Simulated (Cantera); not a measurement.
Input (Python, Cantera) and output of one run.

```python
import numpy as np
import cantera as ct

gas_names = """
    H HNO HNO2 HNO3 HO2 H2 H2O H2O2 H2S H2SO4 N NH NH2 NH3 NH2OH NO NO2 NO3 N2 N2H2 N2H4 N2O O OH O2 O3
    S SH SN SO SO2 SO3 S2 S2O S8
""".split()
cond_names = """
    H2O(s) H2O(L) H2SO4(L) S(cr1) S(cr2) S(L)
""".split()


# ... load() reads the species with a 1 bar reference pressure and builds the phases ...
atoms = {
    'SO2': {'S': 1, 'O': 2},
    'H2O': {'H': 2, 'O': 1},
    'N2': {'N': 2},
}
top_T = {}  # K; cautious upper limits of use, not melting points


# ... equilibrate(T, P, feed) seeds the gas with the atoms and calls Mixture.equilibrate('TP', solver="vcs", rtol=1e-11, max_steps=5000) ...
results = []
feed = {'SO2': 1, 'H2O': 1.3, 'N2': 0.39}  # mol
P = 13332.2  # Pa
for T in [2023, 2098, 2173, 2248, 2323, 2398, 2473]:
    mix = equilibrate(T, P, feed)
    results.append((T, P, feed, dict(zip(mix.species_names, mix.species_moles))))
    x = sorted(zip(gas.X, gas.species_names), reverse=True)
    print(f"T = {T:g} K  P = {P:g} Pa  gas = {mix.phase_moles(0):.4g} mol")
    print("   x: " + "  ".join(f"{s} {v:.3e}" for v, s in x if v > 1e-06))
    print("   condensed (mol): " + ("  ".join(f"{mix.phase(i).name} {mix.phase_moles(i):.4g}"
          for i in range(1, mix.n_phases) if mix.phase_moles(i) > 1e-12) or "none"))
```

Result:

```
T = 2023 K  P = 13332.2 Pa  gas = 2.707 mol
   x: H2O 4.716e-01  SO2 3.665e-01  N2 1.439e-01  H2 7.008e-03  O2 3.986e-03  OH 3.052e-03  SO 2.901e-03  NO 4.800e-04  H 4.354e-04  O 1.378e-04  SO3 4.453e-05  S 7.570e-06  SH 4.713e-06  H2S 1.063e-06
   condensed (mol): none
T = 2098 K  P = 13332.2 Pa  gas = 2.715 mol
   x: H2O 4.662e-01  SO2 3.637e-01  N2 1.433e-01  H2 9.843e-03  O2 5.752e-03  OH 4.700e-03  SO 4.548e-03  H 8.361e-04  NO 6.989e-04  O 2.848e-04  SO3 4.355e-05  S 1.781e-05  SH 9.675e-06  H2S 1.825e-06  S2 1.229e-06
   condensed (mol): none
T = 2173 K  P = 13332.2 Pa  gas = 2.727 mol
   x: H2O 4.591e-01  SO2 3.598e-01  N2 1.425e-01  H2 1.345e-02  O2 8.080e-03  OH 7.004e-03  SO 6.891e-03  H 1.533e-03  NO 9.900e-04  O 5.596e-04  SO3 4.248e-05  S 3.942e-05  SH 1.882e-05  H2S 2.997e-06  S2 2.542e-06  S2O 1.038e-06
   condensed (mol): none
T = 2248 K  P = 13332.2 Pa  gas = 2.743 mol
   x: H2O 4.497e-01  SO2 3.543e-01  N2 1.415e-01  H2 1.791e-02  O2 1.107e-02  OH 1.013e-02  SO 1.011e-02  H 2.693e-03  NO 1.367e-03  O 1.050e-03  S 8.254e-05  SO3 4.128e-05  SH 3.482e-05  S2 4.980e-06  H2S 4.727e-06  S2O 1.691e-06
   condensed (mol): none
T = 2323 K  P = 13332.2 Pa  gas = 2.765 mol
   x: H2O 4.375e-01  SO2 3.470e-01  N2 1.402e-01  H2 2.327e-02  O2 1.481e-02  SO 1.441e-02  OH 1.423e-02  H 4.550e-03  O 1.890e-03  NO 1.842e-03  S 1.643e-04  SH 6.152e-05  SO3 3.987e-05  S2 9.282e-06  H2S 7.173e-06  S2O 2.646e-06  HO2 1.514e-06
   condensed (mol): none
T = 2398 K  P = 13332.2 Pa  gas = 2.794 mol
   x: H2O 4.223e-01  SO2 3.375e-01  N2 1.384e-01  H2 2.953e-02  SO 1.996e-02  OH 1.944e-02  O2 1.936e-02  H 7.415e-03  O 3.271e-03  NO 2.427e-03  S 3.120e-04  SH 1.041e-04  SO3 3.820e-05  S2 1.652e-05  H2S 1.049e-05  S2O 3.986e-06  HO2 2.262e-06
   condensed (mol): none
T = 2473 K  P = 13332.2 Pa  gas = 2.833 mol
   x: H2O 4.034e-01  SO2 3.252e-01  N2 1.361e-01  H2 3.659e-02  SO 2.691e-02  OH 2.587e-02  O2 2.476e-02  H 1.168e-02  O 5.459e-03  NO 3.127e-03  S 5.677e-04  SH 1.692e-04  SO3 3.620e-05  S2 2.814e-05  H2S 1.479e-05  S2O 5.789e-06  HO2 3.263e-06
   condensed (mol): none
```

Method: chemical equilibrium by Gibbs-energy minimisation in Cantera with the NASA 1993 tables (ideal gas, pure condensed phases).
